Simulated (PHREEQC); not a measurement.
Brine

Consider water at 45 °C with 0.8 mol/kgw MgSO4 and 1.7 mol/kgw NaCl. Closed to the air; pH follows from the charge balance.

Equilibrium calculation in PHREEQC: Pitzer model, pitzer.dat.

Precipitation was switched off in this run.

### Question
What activity of water, density does the model give?

### Answer
activity of water 0.917; density 1.136 g/cm³.

Away from 25 °C the constants follow the database's enthalpies or fits; those with neither stay at their 25 °C values.
